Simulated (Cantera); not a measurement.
A closed system holds: 1 mol TiO2, 1.4 mol H2, 0.99 mol H2O, equilibrated at 1927 °C and 10.0 Torr.

Equilibrium computed with Cantera from the NASA thermochemical tables; the gas is ideal and each condensed phase is pure. Candidate condensed phases: H2O, Ti, TiO, TiO2, Ti2O3, Ti3O5, Ti4O7; 12 gas species. Condensed phases not in the tables: Magnéli phases beyond Ti4O7. Kinetics and transport are ignored.

Base state: H2O 0.503, H2 0.458, H 0.0330, OH 0.00506, TiO2 0.000342, O 0.000254, O2 0.000118 (mole fractions); condensed: Ti4O7(l).

Question: What changes in the equilibrium state with this change: pressure from 10.0 Torr to 100 Torr?

Answer: 
```json
[
 {"species": "H2O", "before": "0.503", "after": "0.514"},
 {"species": "H2", "before": "0.458", "after": "0.474"},
 {"species": "H", "before": "0.0330", "after": "0.0106"},
 {"species": "TiO2", "before": "0.000342", "after": "3.41e-5"},
 {"species": "O2", "before": "0.000118", "after": "1.15e-5"},
 {"species": "O", "before": "0.000254", "after": "2.51e-5"},
 {"species": "Ti4O7(l), mol", "before": "0.250", "after": "0.250"}
]
```

Question: What changes in the equilibrium state with this change: H2 from 1.4 to 20 mol?

Answer: 
```
species          before     after
-------------  --------  --------
H2                0.458     0.896
H2O               0.503    0.0573
H                0.0330    0.0462
TiO2           0.000342  0.000168
O2             0.000118   3.99e-7
O              0.000254   1.48e-5
OH              0.00506  0.000412
TiO             7.60e-6   6.41e-5
Ti4O7(l), mol     0.250     0.249
```
